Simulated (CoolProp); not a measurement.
Decamethylcyclopentasiloxane (D5) along the isobar 101 kPa: density (kg/m³) from the reference equation and from simpler models built on Tc = 345.1 °C, pc = 1078 kPa, ω = 0.631; each cubic takes its own stable root.

Computed with CoolProp (reference Helmholtz-energy equation of state, Thol 2019).

```csv
T (°C),phase,reference,van der Waals,Redlich-Kwong,Soave-Redlich-Kwong,Peng-Robinson
-36.35,liquid,1021,541.1,806.3,835.9,?
-25.75,liquid,1009,536.8,799.7,831.4,930.4
-15.15,liquid,997.2,532.4,792.9,826.6,925.4
-4.45,liquid,985.5,528.0,785.9,821.6,920.1
6.15,liquid,974.0,523.4,778.6,816.4,914.7
16.75,liquid,962.6,518.8,771.2,811.0,909.0
27.35,liquid,951.2,514.0,763.5,805.3,903.0
37.95,liquid,939.9,509.2,755.6,799.3,896.8
48.55,liquid,928.7,?,747.4,793.1,890.3
59.15,liquid,917.4,499.1,739.0,?,883.4
69.75,liquid,906.1,493.9,730.3,779.8,876.2
80.35,liquid,?,488.5,721.4,772.7,868.6
90.95,liquid,883.4,482.9,712.1,765.2,860.7
```

Problem. What belongs in the gaps?

Solution. 
- -36.35, Peng-Robinson: 935.1
- 48.55, van der Waals: 504.2
- 59.15, Soave-Redlich-Kwong: 786.6
- 80.35, reference: 894.8
